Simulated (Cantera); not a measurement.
Thermodynamics of iron carbonyl, mercury and lead vapours, feed PbO + O2 + N2

Feed: 1 mol PbO, 0.2 mol O2, a varied amount of N2, equilibrated at 475 K and 71.0 Pa.

Cantera equilibrium calculation (NASA polynomials, part measured and part estimated; ideal gas, pure solids and liquids). Candidate condensed phases: Pb, PbO, PbO2, Pb3O4; 12 gas species. The numbers say what is thermodynamically allowed, not how fast it happens.

```json
[
 {"n(N2) (mol)": "0.38", "x N2": "0.855", "x O2": "0.145", "n PbO(red)": "0.186", "n Pb3O4(s)": "0.271"},
 {"n(N2) (mol)": "1.1", "x N2": "0.855", "x O2": "0.145", "n PbO(red)": "0.917", "n Pb3O4(s)": "0.0278"},
 {"n(N2) (mol)": "1.8", "x N2": "0.900", "x O2": "0.100", "n PbO(red)": "1.00", "n Pb3O4(s)": "0"},
 {"n(N2) (mol)": "2.5", "x N2": "0.926", "x O2": "0.0741", "n PbO(red)": "1.00", "n Pb3O4(s)": "0"},
 {"n(N2) (mol)": "3.2", "x N2": "0.941", "x O2": "0.0588", "n PbO(red)": "1.00", "n Pb3O4(s)": "0"},
 {"n(N2) (mol)": "4", "x N2": "0.952", "x O2": "0.0476", "n PbO(red)": "1.00", "n Pb3O4(s)": "0"},
 {"n(N2) (mol)": "4.7", "x N2": "0.959", "x O2": "0.0408", "n PbO(red)": "1.00", "n Pb3O4(s)": "0"},
 {"n(N2) (mol)": "5.4", "x N2": "0.964", "x O2": "0.0357", "n PbO(red)": "1.00", "n Pb3O4(s)": "0"},
 {"n(N2) (mol)": "6.1", "x N2": "0.968", "x O2": "0.0317", "n PbO(red)": "1.00", "n Pb3O4(s)": "0"},
 {"n(N2) (mol)": "6.8", "x N2": "0.971", "x O2": "0.0286", "n PbO(red)": "1.00", "n Pb3O4(s)": "0"},
 {"n(N2) (mol)": "7.5", "x N2": "0.974", "x O2": "0.0260", "n PbO(red)": "1.00", "n Pb3O4(s)": "0"}
]
```
x: gas mole fraction; n: condensed amount in mol.

From 0.38 mol N2 to 1.1 mol N2 the condensed part is PbO(red) + Pb3O4(s). From 1.8 mol N2 to 7.5 mol N2 the condensed part is PbO(red).
